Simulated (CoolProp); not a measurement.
A single-stage vapour-compression cycle with the fluid: evaporating at 234.15 K (dew point), condensing at 297.15 K (bubble point), superheat 2 K, subcooling 0 K, compressor efficiency 0.7, no pressure losses. The same conditions are run with several fluids, on thermodynamics alone (safety and materials aside).

Computed with CoolProp (reference Helmholtz-energy equation of state of each fluid (dimethyl ether: Wu 2011; R404A: Lemmon 2003; R407C: Lemmon 2003; trans-2-butene: Lemmon 2005; fluoroethane (R161): Wu 2012; isobutane: Bücker 2006)). Blends and air are pseudo-pure fits.

```csv
fluid,cooling COP,pressure ratio,discharge temperature (K),refrigerating effect (kJ/kg),volumetric capacity (kJ/m³)
dimethyl ether,2.05,11.0,…,339,425
R404A,…,8.91,327.0,…,800
R407C,…,12.9,359.2,155,635
trans-2-butene,…,13.9,…,304,144
fluoroethane (R161),1.99,9.49,…,296,709
isobutane,1.97,11.3,322.1,249,226
```

Problem. What belongs in the gaps?

Solution. 
- dimethyl ether, discharge temperature (K): 357.9
- R404A, cooling COP: 1.74
- R404A, refrigerating effect (kJ/kg): 111
- R407C, cooling COP: 1.69
- trans-2-butene, cooling COP: 2.06
- trans-2-butene, discharge temperature (K): 337.1
- fluoroethane (R161), discharge temperature (K): 364.5
